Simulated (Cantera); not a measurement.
An adiabatic, constant-volume homogeneous reactor starts with CH4 : O2 : N2 = 1 : 2.47 : 9.28 (molar parts), equivalence ratio 0.81, at 1025 K and 5.90 bar. Integrator tolerance rtol = 1e-08.

Detailed kinetics in Cantera: GRI-Mech 3.0 (53 species, 325 reactions).

Q: What does this change do: constant pressure in place of constant volume?

A: 
| quantity | before | after |
|---|---|---|
| time of steepest temperature rise | 88.4 ms | 90.8 ms |
| temperature at 0.400 s | 2767 K | 2502 K |
| equilibrium temperature | 2767 K | 2502 K |
| x(CH4) at 0.400 s | <1e-12 (gas-phase equilibrium <1e-12) | <1e-12 (gas-phase equilibrium <1e-12) |
| x(O2) at 0.400 s | 0.0337 (gas-phase equilibrium 0.0337) | 0.0339 (gas-phase equilibrium 0.0339) |
| x(CO2) at 0.400 s | 0.0656 (gas-phase equilibrium 0.0656) | 0.0719 (gas-phase equilibrium 0.0719) |
| x(C2H2) at 0.400 s | <1e-12 (gas-phase equilibrium <1e-12) | <1e-12 (gas-phase equilibrium <1e-12) |
| x(O) at 0.400 s | 0.00219 (gas-phase equilibrium 0.00219) | 0.00112 (gas-phase equilibrium 0.00112) |
